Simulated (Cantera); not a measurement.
**Adiabatic ignition**

An adiabatic, constant-volume homogeneous reactor starts with 3.94 % CH4, 0.158 % C2H6, 0.631 % C3H8, 20.0 % O2, 75.3 % N2, equivalence ratio 0.58, at 1650 K and 225 Torr.

Computed with Cantera and GRI-Mech 3.0 (53 species, 325 reactions). GRI-Mech 3.0 was tuned for natural gas; its chemistry of propane as a main component is partial and can be far from experiment.

```
t (s)     T (K)  P (bar)   x CH4   x C2H6   x C3H8   x CH2CO      x H2    x C2H2
--------  -----  -------  ------  -------  -------  --------  --------  --------
1.00e-6    1649    0.300  0.0394  0.00157  0.00626  1.18e-11   1.38e-6  1.80e-10
2.68e-6    1648    0.300  0.0394  0.00156  0.00617   3.02e-9   1.49e-5   4.16e-9
7.20e-6    1645    0.299  0.0393  0.00153  0.00590   2.39e-7   9.68e-5   1.21e-7
1.93e-5    1640    0.299  0.0387  0.00142  0.00510   6.26e-6  0.000454   2.51e-6
5.18e-5    1654    0.303  0.0353  0.00122  0.00270  0.000146   0.00286   5.57e-5
0.000139   2378    0.456  <1e-12   <1e-12   <1e-12    <1e-12   0.00843    <1e-12
0.000373   2508    0.477  <1e-12   <1e-12   <1e-12    <1e-12   0.00768    <1e-12
0.00100    2645    0.499  <1e-12   <1e-12   <1e-12    <1e-12   0.00591    <1e-12
0.00268    2665    0.501  <1e-12   <1e-12   <1e-12    <1e-12   0.00555    <1e-12
0.00720    2658    0.500  <1e-12   <1e-12   <1e-12    <1e-12   0.00550    <1e-12
0.0193     2654    0.499  <1e-12   <1e-12   <1e-12    <1e-12   0.00547    <1e-12
0.0518     2654    0.499  <1e-12   <1e-12   <1e-12    <1e-12   0.00547    <1e-12
0.139      2654    0.499  <1e-12   <1e-12   <1e-12    <1e-12   0.00547    <1e-12
0.373      2654    0.499  <1e-12   <1e-12   <1e-12    <1e-12   0.00547    <1e-12
1.00       2654    0.499  <1e-12   <1e-12   <1e-12    <1e-12   0.00547    <1e-12
```
x: mole fraction; the columns are a selection and need not sum to one.

```
Quantity                                                          Result
---------------------------------  -------------------------------------
time of steepest temperature rise                               0.108 ms
temperature at 1.00 s                                             2654 K
equilibrium temperature                                           2654 K
x(CH4) at 1.00 s                   <1e-12 (gas-phase equilibrium <1e-12)
x(C2H6) at 1.00 s                  <1e-12 (gas-phase equilibrium <1e-12)
x(C3H8) at 1.00 s                  <1e-12 (gas-phase equilibrium <1e-12)
```
